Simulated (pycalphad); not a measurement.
An equivalent pycalphad script:

```python
from pycalphad import Database, equilibrium, calculate, variables as v
import numpy as np
db = Database('COST507.tdb')
comps = ['AL', 'SI', 'MG', 'VA']
phases = ['ALMG_BETA', 'ALMG_EPS', 'ALMG_GAMMA', 'DIAMOND_A4', 'FCC_A1', 'HCP_A3', 'LIQUID', 'MG2SI']
eq = equilibrium(db, comps, phases, {v.X('SI'): 0.0236, v.X('MG'): 0.0152, v.T: np.arange(1650, 349, -40), v.P: 101325, v.N: 1}, output=['HM', 'SM'])
```

CALPHAD calculation (pycalphad, COST 507 light-alloy database (1999)), 1 atm. No gas phase is included, though pure Mg would boil below 1377 °C. The data set is of 1999 and partly superseded. Phase fractions are per mole of atoms. Diffusion is slow at the low end, where real alloys seldom reach equilibrium.

Results at three of the temperatures:

```
T = 1210.00 K, P = 101325 Pa, N = 1 mol of atoms
G = -60343 J/mol, H = 37997 J/mol, S = 81.27 J/(mol K)  (SER reference)
chemical potentials (J/mol): Al -59182, Si -76830, Mg -108107
phase             fraction      x(Al)      x(Si)      x(Mg)
LIQUID              1.0000     0.9612     0.0236     0.0152
```

```
T = 450.00 K, P = 101325 Pa, N = 1 mol of atoms
G = -13964 J/mol, H = 3348 J/mol, S = 38.47 J/(mol K)  (SER reference)
chemical potentials (J/mol): Al -13571, Si -9169, Mg -46263
phase             fraction      x(Al)      x(Si)      x(Mg)
FCC_A1              0.9613     0.9999   3.66e-05   3.55e-05
MG2SI               0.0227       none     0.3333     0.6667
DIAMOND_A4          0.0160   5.92e-13     1.0000       none
```

```
T = 370.00 K, P = 101325 Pa, N = 1 mol of atoms
G = -11083 J/mol, H = 1282 J/mol, S = 33.42 J/(mol K)  (SER reference)
chemical potentials (J/mol): Al -10669, Si -7125, Mg -43395
phase             fraction      x(Al)      x(Si)      x(Mg)
FCC_A1              0.9612     1.0000    2.3e-06   3.07e-06
MG2SI               0.0228       none     0.3333     0.6667
DIAMOND_A4          0.0160      1e-14     1.0000       none
```

Changes of the phase set, refined by bisection:

| T (°C) | phases above | phases below |
|---|---|---|
| 639.4 | liquid | fcc + liquid |
| 567.6 | fcc + liquid | fcc + liquid + MG2SI |
| 557.4 | fcc + liquid + MG2SI | diamond (Si) + fcc + MG2SI |

Database names, with the compositions (at.%) that they take in these runs: MG2SI: Mg 67 Si 33. FCC_A1 is fcc; DIAMOND_A4 is diamond (Si). An entry "none" or "no" means that the model of the phase leaves that element out.
